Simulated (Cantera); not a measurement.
A perfectly stirred reactor is fed with C3H8 : O2 : N2 : CO2 = 1 : 5.68 : 21.4 : 1.1 (molar parts), equivalence ratio 0.88, at 0.590 bar; it is adiabatic with a 600 K inlet, and is followed from long to short residence time, starting on the burning branch (τ in s: 0.032, 0.014, 0.0062, 0.0028, 0.0012, 0.00053, 0.00024, 0.0001, 4.6e-05, 2e-05, 8.9e-06).

Computed with Cantera and GRI-Mech 3.0 (53 species, 325 reactions). GRI-Mech 3.0 was tuned for natural gas; its chemistry of propane as a main component is partial and can be far from experiment.

Question: Predict: blow-out, bracketed by the residence times tried; x(C3H8) at τ = 32.0 ms; x(O2) at τ = 32.0 ms; x(CO2) at τ = 32.0 ms; x(HCO) at τ = 32.0 ms; x(OH) at τ = 32.0 ms; x(C3H8) at τ = 0.530 ms; x(O2) at τ = 0.530 ms; x(CO2) at τ = 0.530 ms; x(HCO) at τ = 0.530 ms; x(OH) at τ = 0.530 ms.

Answer: 
```
Quantity                                                                        Value
------------------------------------------------  -----------------------------------
blow-out, bracketed by the residence times tried  burning at 0.100 ms, out at 46.0 µs
x(C3H8) at τ = 32.0 ms                                                        6.13e-7
x(O2) at τ = 32.0 ms                                                           0.0285
x(CO2) at τ = 32.0 ms                                                           0.120
x(HCO) at τ = 32.0 ms                                                         1.13e-7
x(OH) at τ = 32.0 ms                                                          0.00598
x(C3H8) at τ = 0.530 ms                                                       2.07e-5
x(O2) at τ = 0.530 ms                                                          0.0407
x(CO2) at τ = 0.530 ms                                                         0.0961
x(HCO) at τ = 0.530 ms                                                        7.22e-6
x(OH) at τ = 0.530 ms                                                         0.00841
```
